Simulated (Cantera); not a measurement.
A perfectly stirred reactor is fed with NH3 : N2 = 1 : 3.1 (molar parts), at 0.0395 atm; it is held at 2225 K, and followed from long to short residence time.

Model: the gas-phase N/H chemistry of the illustrative SiF4/NH3 mechanism in the Surface Chemkin manual (1991), integrated in Cantera. Walls and surfaces, which speed up NH3 decomposition in real reactors, are not modelled.

x: mole fraction; the columns are a selection and need not sum to one.

```tsv
τ (s)	x NH3	x NH2	x H2	x N2H4	x N	x NH	x N2H2
13	0.000348	2.15e-5	0.290	1.67e-12	1.14e-5	1.03e-5	7.48e-9
3.9	0.00407	8.90e-5	0.288	2.86e-11	5.74e-6	1.48e-5	5.30e-8
1.2	0.0152	0.000212	0.275	1.62e-10	5.37e-6	2.21e-5	2.02e-7
0.37	0.0429	0.000439	0.241	6.97e-10	5.49e-6	3.20e-5	6.49e-7
0.11	?	?	?	?	5.28e-6	?	?
0.035	?	?	?	?	?	?	?
0.011	0.213	0.00162	0.0362	9.49e-9	2.12e-6	4.04e-5	4.20e-6
0.0033	0.234	0.00179	0.0100	1.16e-8	5.82e-7	2.73e-5	3.79e-6
0.0010	0.241	0.00134	0.00190	6.47e-9	1.09e-7	1.38e-5	1.72e-6
0.00031	0.243	0.000553	0.000330	1.10e-9	2.13e-8	3.59e-6	2.40e-7
```

Task: Complete the blanks.

Result: 
- 0.11, x NH3: 0.0992
- 0.11, x NH2: 0.000811
- 0.11, x H2: 0.173
- 0.11, x N2H4: 2.38e-9
- 0.11, x NH: 4.25e-5
- 0.11, x N2H2: 1.74e-6
- 0.035, x NH3: 0.165
- 0.035, x NH2: 0.00123
- 0.035, x H2: 0.0934
- 0.035, x N2H4: 5.47e-9
- 0.035, x N: 4.15e-6
- 0.035, x NH: 4.65e-5
- 0.035, x N2H2: 3.20e-6
